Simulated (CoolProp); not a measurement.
R141b at 293.15 K and 0.0252 MPa is compressed adiabatically to 0.186 MPa with isentropic efficiency 0.6. Each further row changes one setting.

Values from CoolProp's reference Helmholtz-energy equation of state, Lemmon 2006. It is a short technical equation, of lower accuracy than the large ones.

```csv
case,work (kJ/kg),final temperature (K),final density (kg/m³)
as stated,74.7,387.3,6.96
efficiency 1,44.8,353.4,7.72
efficiency 0.65,68.9,380.8,7.09
```
